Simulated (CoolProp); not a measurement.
Saturated liquid density (kg/m³) of n-octane: the reference equation beside estimates from Tc = 295.6 °C, pc = 2484 kPa, ω = 0.398. Rackett uses Z = 0.29056 − 0.08775 ω.

Values from CoolProp's reference Helmholtz-energy equation of state, Beckmüller 2019.

```
T (°C)  reference  Rackett  van der Waals  Redlich-Kwong  Soave-Redlich-Kwong  Peng-Robinson
------  ---------  -------  -------------  -------------  -------------------  -------------
84.75       648.4    655.4          362.3          531.3                560.5          632.6
87.95       645.6    652.5          360.8          528.7                558.2          630.1
91.15       642.8    649.5          359.3          526.1                555.8          627.5
94.35       640.0    646.5          357.7          523.4                553.4          625.0
97.55       637.1    643.6          356.2          520.8                551.0          622.4
100.75      634.2    640.6          354.7          518.0                548.5          619.7
103.95      631.4    637.5          353.1          515.3                546.0          617.0
107.15      628.4    634.5          351.5          512.5                543.5          614.3
110.35      625.5    631.4          349.9          509.7                540.9          611.5
113.55      622.6    628.3          348.3          506.9                538.3          608.6
116.75      619.6    625.2          346.7          504.0                535.7          605.7
119.95      616.6    622.0          345.0          501.1                533.0          602.8
```

Absolute difference from the reference over all 12 rows, mean and median: Rackett 1.0 and 1.0 %, van der Waals 44.1 and 44.1 %, Redlich-Kwong 18.4 and 18.4 %, Soave-Redlich-Kwong 13.5 and 13.5 %, Peng-Robinson 2.3 and 2.3 %.
